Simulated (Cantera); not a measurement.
An isothermal, constant-pressure homogeneous reactor starts with NH3 : N2 = 1 : 1.8 (molar parts), at 2225 K and 0.0133 bar.

Model: the gas-phase N/H chemistry of the illustrative SiF4/NH3 mechanism in the Surface Chemkin manual (1991), integrated in Cantera. Walls and surfaces, which speed up NH3 decomposition in real reactors, are not modelled.

One state of this run: x NH3 = 0.0404; x NH2 = 0.000446; x NH = 3.58e-5; x N2 = 0.609; x H2 = 0.349; x N = 6.75e-6. x: mole fraction; the columns are a selection and need not sum to one.

Problem. Which value of t (s) does it belong to?
(A) 10.0
(B) 0.00381
(C) 0.429
(D) 3.38e-5

Solution. C, 0.429
